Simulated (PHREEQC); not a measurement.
## Buffer: an equilibrium model

Solution (25 °C): 0.28 mol NaHSO4, 0.0001 mol KOH and 6.8e-05 mol NaCl per kg of water. Closed to the air; pH follows from the charge balance.

Model: ion-association model, phreeqc.dat, run in PHREEQC.

Each row changes one thing in this solution. No solid was allowed to form.

| case | pH | ionic strength (mol/kgw) | Na+ (mol/kgw) | HSO4- (mol/kgw) | SO4-2 (mol/kgw) | NaSO4- (mol/kgw) | SI of Halite (NaCl) | SI of Sylvite (KCl) |
|---|---|---|---|---|---|---|---|---|
| as made | 1.11 | 0.438 | 0.257 | 0.178 | 0.0791 | 0.0227 | -6.65 | -9.48 |
| 0.13 mol/kgw ZnSO4 added | 1.14 | 0.659 | 0.254 | 0.183 | 0.104 | 0.0259 | -6.69 | -9.54 |
| temperature from 25 to 50 °C | 1.21 | 0.403 | 0.260 | 0.198 | 0.0617 | 0.0200 | -6.68 | -9.61 |
| NaCl replaced by FeCl2 at the same molality | 1.11 | 0.438 | 0.257 | 0.178 | 0.0791 | 0.0227 | -6.35 | -9.18 |
| NaHSO4 from 0.28 to 0.252 mol/kgw | 1.14 | 0.399 | 0.232 | 0.159 | 0.0737 | 0.0197 | -6.69 | -9.47 |
| diluted 5-fold with water | 1.63 | 0.108 | 0.0535 | 0.0276 | 0.0259 | 0.00252 | -7.93 | -10.73 |
| temperature from 25 to 20 °C | 1.09 | 0.445 | 0.257 | 0.174 | 0.0827 | 0.0231 | -6.65 | -9.45 |
| NaCl replaced by PbCl2 at the same molality | 1.11 | 0.438 | 0.257 | 0.178 | 0.0791 | 0.0227 | -6.35 | -9.18 |

Some of these states are supersaturated (in Anglesite, for instance). Away from 25 °C the constants follow the database's enthalpies or fits; those with neither stay at their 25 °C values.
